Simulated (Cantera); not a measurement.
A perfectly stirred reactor is fed with CH4 : H2 : O2 : N2 = 1 : 0.36 : 1.68 : 6.31 (molar parts), at 1.00 atm; it is adiabatic with a 625 K inlet, and is followed from long to short residence time, starting on the burning branch (τ in s: 0.11, 0.043, 0.017, 0.0068, 0.0027, 0.0011, 0.00043, 0.00017, 6.7e-05, 2.7e-05).

Cantera simulation using GRI-Mech 3.0 (53 species, 325 reactions); the numbers are that mechanism's predictions, not measurements.

Question: What does this change do: pressure from 1.00 atm to 9.77 atm?

Answer: 
```
quantity                                                                      before                               after
------------------------------------------------  ----------------------------------  ----------------------------------
blow-out, bracketed by the residence times tried  burning at 67.0 µs, out at 27.0 µs  burning at 67.0 µs, out at 27.0 µs
x(CH4) at τ = 0.110 s                                                        7.26e-6                             9.83e-6
x(H2) at τ = 0.110 s                                                          0.0453                              0.0451
x(O2) at τ = 0.110 s                                                        0.000176                             2.20e-5
x(H) at τ = 0.110 s                                                          0.00277                            0.000780
x(N2O) at τ = 0.110 s                                                        1.96e-8                             1.93e-8
x(CH4) at τ = 1.10 ms                                                       0.000107                            0.000288
x(H2) at τ = 1.10 ms                                                          0.0465                              0.0446
x(O2) at τ = 1.10 ms                                                         0.00232                            0.000594
x(H) at τ = 1.10 ms                                                          0.00985                             0.00140
x(N2O) at τ = 1.10 ms                                                        4.04e-8                             7.72e-8
```
